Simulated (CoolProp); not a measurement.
Model: reference Helmholtz-energy equation of state, Thol 2017, in CoolProp.

Task: For octamethyltrisiloxane (MDM), give the phase and the Z, cp (kJ/(kg K)), Joule-Thomson coefficient (K/MPa) at 79.15 °C and 3.93 bar; 158.55 °C and 3.93 bar.

Result: 
- 79.15 °C and 3.93 bar: liquid; Z 0.0417, cp 1.91, Joule-Thomson coefficient -0.349
- 158.55 °C and 3.93 bar: liquid; Z 0.0387, cp 2.13, Joule-Thomson coefficient -0.122
